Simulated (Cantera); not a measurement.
Input: 1 mol TEOS, 3.9 mol N₂O, 6.7 mol O₂, equilibrated at 1100 °C and 0.0100 bar.

Equilibrium computed with Cantera from the NASA thermochemical tables; the gas is ideal and each condensed phase is pure. Candidate condensed phases: C, C₆H₆, C₇H₈, C₈H₁₈, H₂O, Si, SiC, SiO₂, Si₂N₂O, Si₃N₄; 151 gas species. The feed counts by its element totals alone. The tables hold silica as quartz up to 1696 K and as liquid above; real silica turns to tridymite and cristobalite and melts near 1996 K. Kinetics and transport are ignored.

### Question
What is the equilibrium state?

### Answer
* **x(H₂O)**: 0.321
* **x(CO₂)**: 0.195
* **x(N₂)**: 0.178
* **x(CO)**: 0.170
* **x(H₂)**: 0.136
* **x(H)**: 1.23e-5
* **n(SiO₂(β-quartz))**: 1.00 mol
* **gas amount**: 21.90 mol
* **log10 activity of C(graphite) (absent)**: -5.47
* **log10 activity of Si(s) (absent)**: -13.00
